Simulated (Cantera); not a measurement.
A perfectly stirred reactor is fed with CO : O2 : H2O : N2 = 0.0022 : 0.0038 : 0.0077 : 1 (molar parts), equivalence ratio 0.29, at 500000 Pa; it is held at 1100 K, and followed from long to short residence time.

Cantera simulation using GRI-Mech 3.0 (53 species, 325 reactions); the numbers are that mechanism's predictions, not measurements.

Problem. What does this change do: 0.038 parts CH4 added?

Solution. 
| quantity | before | after |
|---|---|---|
| x(CO) at τ = 1.80 s | 0.000457 | 0.00210 |
| x(O2) at τ = 1.80 s | 0.00290 | 0.00359 |
| x(H2O) at τ = 1.80 s | 0.00760 | 0.00735 |
| x(CO2) at τ = 1.80 s | 0.00172 | 5.71e-6 |
| x(NO2) at τ = 1.80 s | 2.25e-9 | <1e-12 |
| x(CO) at τ = 16.0 ms | 0.00208 | 0.00209 |
| x(O2) at τ = 16.0 ms | 0.00370 | 0.00361 |
| x(H2O) at τ = 16.0 ms | 0.00759 | 0.00732 |
| x(CO2) at τ = 16.0 ms | 9.44e-5 | 2.89e-8 |
| x(NO2) at τ = 16.0 ms | 4.59e-12 | <1e-12 |
GRI-Mech 3.0 stops at C3 and has no aromatics, soot or wall deposition, so with more carbon than oxygen in the feed, carbon stays in small species such as C2H2 where larger ones or solid carbon would form.
